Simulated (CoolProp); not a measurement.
Vapour-liquid equilibrium of n-hexane (1) + m-xylene (2) at 371.3 K; x and y are mole fractions of (1).

Model: multi-fluid Helmholtz-energy mixture model, Thol 2019 and Zhou 2012; pair parameters Bell 2016, in CoolProp.

```json
[
 {"x": "0.05", "bubble pressure, mixture model (bar)": "0.4014", "bubble pressure, Raoult's law (bar)": "0.3955", "y, mixture model": "0.303", "y, Raoult's law": "0.297"},
 {"x": "0.2", "bubble pressure, mixture model (bar)": "0.7703", "bubble pressure, Raoult's law (bar)": "0.7039", "y, mixture model": "0.690", "y, Raoult's law": "0.667"},
 {"x": "0.35", "bubble pressure, mixture model (bar)": "1.144", "bubble pressure, Raoult's law (bar)": "1.012", "y, mixture model": "0.827", "y, Raoult's law": "0.812"},
 {"x": "0.5", "bubble pressure, mixture model (bar)": "1.473", "bubble pressure, Raoult's law (bar)": "1.321", "y, mixture model": "[?]", "y, Raoult's law": "0.889"},
 {"x": "0.65", "bubble pressure, mixture model (bar)": "[?]", "bubble pressure, Raoult's law (bar)": "1.629", "y, mixture model": "0.929", "y, Raoult's law": "0.937"},
 {"x": "0.8", "bubble pressure, mixture model (bar)": "[?]", "bubble pressure, Raoult's law (bar)": "1.937", "y, mixture model": "0.958", "y, Raoult's law": "0.970"},
 {"x": "0.95", "bubble pressure, mixture model (bar)": "2.253", "bubble pressure, Raoult's law (bar)": "2.246", "y, mixture model": "0.988", "y, Raoult's law": "0.993"}
]
```

### Question
Complete the blanks.

### Answer

- 0.5, y, mixture model: 0.891
- 0.65, bubble pressure, mixture model (bar): 1.749
- 0.8, bubble pressure, mixture model (bar): 1.997

The largest gap from Raoult's law is +13.0 % in bubble pressure, at x = 0.35. No azeotrope shows between x = 0.05 and 0.95.

Pair parameters are fitted to limited data, so mixtures are less certain than the pure fluids.
